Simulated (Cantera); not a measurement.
**BN + N₂ (sublimation and decomposition of ceramics)**

Feed: 1 mol BN, 0.17 mol N₂, at 0.585 Torr.

Method: chemical equilibrium by Gibbs-energy minimisation in Cantera with the NASA 1993 tables (ideal gas, pure condensed phases). Candidate condensed phases: B, BN; 12 gas species. Ions and electrons are included (thermal ionisation). Rates play no part.

| T (°C) | log p B | log p N₂ | log p N | log p e- | log p B+ |
|---|---|---|---|---|---|
| 2727 | -3.33 | -3.51 | -6.61 | -7.77 | -7.77 |
| 3227 | -3.33 | -3.51 | -5.41 | -6.69 | -6.69 |
| 3727 | -3.34 | -3.54 | -4.52 | -5.87 | -5.87 |
| 4227 | -3.38 | -3.66 | -3.88 | -5.25 | -5.25 |
| 4727 | -3.46 | -4.06 | -3.51 | -4.77 | -4.77 |
log p: log10 of the partial pressure in bar; nothing condenses.

From 2727 °C to 4727 °C nothing is condensed. The main B-bearing gas is B throughout.
